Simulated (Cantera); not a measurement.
Charge: 1 mol (CH3)2SiCl2, 0.28 mol C2H2, 12 mol H2, equilibrated at 2027 °C and 2.40 mbar.

Equilibrium computed with Cantera from the NASA thermochemical tables; the gas is ideal and each condensed phase is pure. Candidate condensed phases: C, C6H6, C7H8, C8H18, Si, SiC; 109 gas species. The feed counts by its element totals alone. The tables' values for SiCl are old estimates; treat these amounts as uncertain. Gases not in the tables: Si2H6 and higher silanes. The numbers say what is thermodynamically allowed, not how fast it happens.

Base state: H2 0.682, H 0.163, HCl 0.0858, Si 0.0389, Cl 0.0148, SiC2 0.00537, C2H2 (acetylene) 0.00295, Si2C 0.00221 (mole fractions); condensed: C(graphite).

Problem. What changes in the equilibrium state with this change: pressure from 2.40 mbar to 0.100 bar?

Solution. 
```tsv
species	before	after
H2	0.682	0.849
HCl	0.0858	0.110
H	0.163	0.0282
Si	0.0389	0.00134
Cl	0.0148	0.00264
SiCl2	0.00190	0.00361
CH4	2.39e-7	1.54e-5
SiC2	0.00537	0.000185
Si2C	0.00221	0.000109
Si2	7.53e-5	3.71e-6
C(graphite), mol	2.20	1.53
SiC(s), mol	0	0.901
```
The tables' values for SiCl, SiCl3 are old estimates; treat these amounts as uncertain.
